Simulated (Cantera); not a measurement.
What does this Cantera script print?

```python
import numpy as np
import cantera as ct

gas = ct.Solution("gri30.yaml")
gas.TPX = 1348, 100000, {'N2O': 1, 'N2': 1.9}
inlet = ct.Reservoir(gas, clone=True)

reactor = ct.IdealGasConstPressureReactor(gas, energy="off", clone=False)
exhaust = ct.Reservoir(gas, clone=True)
tau = [25, 7.9, 2.5, 0.79, 0.25, 0.08, 0.025, 0.008, 0.0025, 0.0008, 0.00025][0]
for a, b in ((inlet, reactor), (reactor, exhaust)):
    ct.MassFlowController(a, b, mdot=lambda t: reactor.mass / tau)
net = ct.ReactorNet([reactor])
show = ['N2O', 'O', 'NO2', 'NO', 'O2', 'N2']

rows = []
print(f"{'tau/s':>10s}{'T/K':>9s}" + "".join(f"{s:>11s}" for s in show))
for tau in [25, 7.9, 2.5, 0.79, 0.25, 0.08, 0.025, 0.008, 0.0025, 0.0008, 0.00025]:
    net.initial_time = 0.0
    net.advance(30 * tau)
    before = gas.X
    net.advance(40 * tau)
    drift = np.max(np.abs(gas.X - before) / (gas.X + 1e-9))
    rows.append([gas.T, *gas[show].X, drift])
    print(f"{tau:10.3e}{gas.T:9.1f}" + "".join(f"{x:11.3e}" for x in gas[show].X))
```

Result:

```
     tau/s      T/K        N2O          O        NO2         NO         O2         N2
 2.500e+01   1348.0  2.960e-03  1.544e-06  8.604e-05  1.034e-02  1.405e-01  8.461e-01
 7.900e+00   1348.0  8.619e-03  2.561e-06  1.325e-04  1.579e-02  1.354e-01  8.401e-01
 2.500e+00   1348.0  2.365e-02  4.145e-06  1.869e-04  2.219e-02  1.257e-01  8.283e-01
 7.900e-01   1348.0  5.905e-02  6.365e-06  2.265e-04  2.689e-02  1.082e-01  8.056e-01
 2.500e-01   1348.0  1.262e-01  8.933e-06  2.138e-04  2.553e-02  8.026e-02  7.678e-01
 8.000e-02   1348.0  2.143e-01  1.112e-05  1.421e-04  1.727e-02  4.688e-02  7.214e-01
 2.500e-02   1348.0  2.872e-01  1.243e-05  6.316e-05  8.088e-03  2.045e-02  6.841e-01
 8.000e-03   1348.0  3.236e-01  1.296e-05  2.060e-05  3.045e-03  7.491e-03  6.658e-01
 2.500e-03   1348.0  3.379e-01  1.311e-05  4.755e-06  1.007e-03  2.452e-03  6.587e-01
 8.000e-04   1348.0  3.426e-01  1.305e-05  7.908e-07  3.258e-04  7.899e-04  6.563e-01
 2.500e-04   1348.0  3.441e-01  1.269e-05  9.180e-08  9.961e-05  2.410e-04  6.555e-01
```

Computed with Cantera and GRI-Mech 3.0 (53 species, 325 reactions). GRI-Mech 3.0 was tuned for natural gas; its chemistry of N2O as a main component is partial and can be far from experiment. The mechanism lacks the step 2 NO + O2 → 2 NO2, which can matter for NO2 below about 1400 K. The temperature is held fixed by assumption; the heat of reaction is taken as removed at once.
